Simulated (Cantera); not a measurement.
What does this Cantera script print?

```python
import numpy as np
import cantera as ct

gas_names = """
    Br Br2 H HBr H2 Si SiBr SiBr2 SiBr3 SiBr4 SiH SiHBr3 SiH2 SiH2Br2 SiH3 SiH3Br SiH4 Si2 Si3
""".split()
cond_names = """
    Br2(cr) Br2(L) Si(cr) Si(L)
""".split()


# ... load() reads the species with a 1 bar reference pressure and builds the phases ...
atoms = {
    'Si': {'Si': 1},
    'HBr': {'H': 1, 'Br': 1},
    'H2': {'H': 2},
}
top_T = {}  # K; cautious upper limits of use, not melting points


# ... equilibrate(T, P, feed) seeds the gas with the atoms and calls Mixture.equilibrate('TP', solver="vcs", rtol=1e-11, max_steps=5000) ...
results = []
feed = {'Si': 1, 'HBr': 25, 'H2': 8.6}  # mol
P = 28000  # Pa
for T in [1150, 1175, 1200, 1225, 1250, 1275, 1300, 1325, 1350, 1375, 1400, 1425, 1450, 1475]:
    mix = equilibrate(T, P, feed)
    results.append((T, P, feed, dict(zip(mix.species_names, mix.species_moles))))

top = {s: max(r[3][s] / sum(r[3][g] for g in gas_names) for r in results) for s in gas_names}
cols = sorted((s for s in top if top[s] > 1e-06), key=lambda s: -top[s])[:8]
seen = [c for c in cond_names if any(r[3].get(c, 0) > 1e-12 for r in results)]
print("log10 of partial pressures in bar; condensed amounts in mol")
print(f"{'T/K':>10s}" + "".join(f"{s[:9]:>10s}" for s in cols + seen))
for T, P, feed, n in results:
    ng = sum(n[g] for g in gas_names)
    print(f"{T:10.4g}" + "".join(f"{np.log10(max(n[s] / ng * P / 1e5, 1e-99)):10.3f}" for s in cols)
          + "".join(f"{n.get(c, 0):10.4g}" for c in seen))
```

Output:

```
log10 of partial pressures in bar; condensed amounts in mol
       T/K       HBr        H2     SiBr4     SiBr2        Br     SiBr3    SiHBr3       Br2
      1150    -0.744    -1.041    -2.070    -5.273    -4.600    -4.649    -4.284    -6.055
      1175    -0.744    -1.041    -2.071    -5.007    -4.452    -4.486    -4.219    -5.950
      1200    -0.744    -1.041    -2.073    -4.753    -4.311    -4.330    -4.157    -5.849
      1225    -0.744    -1.041    -2.075    -4.511    -4.175    -4.181    -4.098    -5.753
      1250    -0.744    -1.042    -2.078    -4.279    -4.044    -4.040    -4.043    -5.660
      1275    -0.744    -1.042    -2.083    -4.059    -3.918    -3.906    -3.991    -5.570
      1300    -0.743    -1.042    -2.088    -3.849    -3.797    -3.778    -3.943    -5.484
      1325    -0.743    -1.043    -2.097    -3.650    -3.681    -3.659    -3.900    -5.400
      1350    -0.743    -1.044    -2.108    -3.463    -3.568    -3.547    -3.863    -5.319
      1375    -0.742    -1.045    -2.123    -3.287    -3.459    -3.445    -3.831    -5.240
      1400    -0.742    -1.047    -2.143    -3.125    -3.353    -3.352    -3.807    -5.164
      1425    -0.741    -1.049    -2.169    -2.976    -3.251    -3.269    -3.791    -5.089
      1450    -0.740    -1.052    -2.202    -2.841    -3.151    -3.198    -3.784    -5.015
      1475    -0.739    -1.055    -2.243    -2.721    -3.055    -3.139    -3.788    -4.944
```

Equilibrium computed with Cantera from the NASA thermochemical tables; the gas is ideal and each condensed phase is pure. The tables' values for SiBr3 are old estimates; treat these amounts as uncertain.
